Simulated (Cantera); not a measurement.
Cantera run:

```python
import numpy as np
import cantera as ct

gas_names = """
    AL ALCL ALCL2 ALCL3 ALH AL2 AL2CL6 CL CL2 H HCL H2
""".split()
cond_names = """
    AL(cr) AL(L) ALCL3(s) ALCL3(L)
""".split()


# ... load() reads the species with a 1 bar reference pressure and builds the phases ...
atoms = {
    'Al': {'AL': 1},
    'Cl2': {'CL': 2},
    'H2': {'H': 2},
}
top_T = {}  # K; cautious upper limits of use, not melting points


# ... equilibrate(T, P, feed) seeds the gas with the atoms and calls Mixture.equilibrate('TP', solver="vcs", rtol=1e-11, max_steps=5000) ...
results = []
feed = {'Al': 1, 'Cl2': 4.9, 'H2': 3.5}  # mol
P = 13332.2  # Pa
for T in [450, 550, 650, 750, 850, 950, 1050, 1150, 1250]:
    mix = equilibrate(T, P, feed)
    results.append((T, P, feed, dict(zip(mix.species_names, mix.species_moles))))

top = {s: max(r[3][s] / sum(r[3][g] for g in gas_names) for r in results) for s in gas_names}
cols = sorted((s for s in top if top[s] > 1e-05), key=lambda s: -top[s])[:9]
seen = [c for c in cond_names if any(r[3].get(c, 0) > 1e-12 for r in results)]
print("log10 of partial pressures in bar; condensed amounts in mol")
print(f"{'T/K':>10s}" + "".join(f"{s[:9]:>10s}" for s in cols + seen))
for T, P, feed, n in results:
    ng = sum(n[g] for g in gas_names)
    print(f"{T:10.4g}" + "".join(f"{np.log10(max(n[s] / ng * P / 1e5, 1e-99)):10.3f}" for s in cols)
          + "".join(f"{n.get(c, 0):10.4g}" for c in seen))
```

Output:

```
log10 of partial pressures in bar; condensed amounts in mol
       T/K       HCL     ALCL3    AL2CL6        H2
       450    -0.912    -4.379    -2.046    -2.744
       550    -0.913    -3.087    -2.067    -2.746
       650    -0.921    -2.270    -2.212    -2.753
       750    -0.934    -1.878    -2.714    -2.766
       850    -0.939    -1.788    -3.506    -2.772
       950    -0.940    -1.776    -4.236    -2.773
      1050    -0.940    -1.773    -4.834    -2.773
      1150    -0.940    -1.773    -5.324    -2.773
      1250    -0.940    -1.773    -5.730    -2.773
```

Method: chemical equilibrium by Gibbs-energy minimisation in Cantera with the NASA 1993 tables (ideal gas, pure condensed phases).
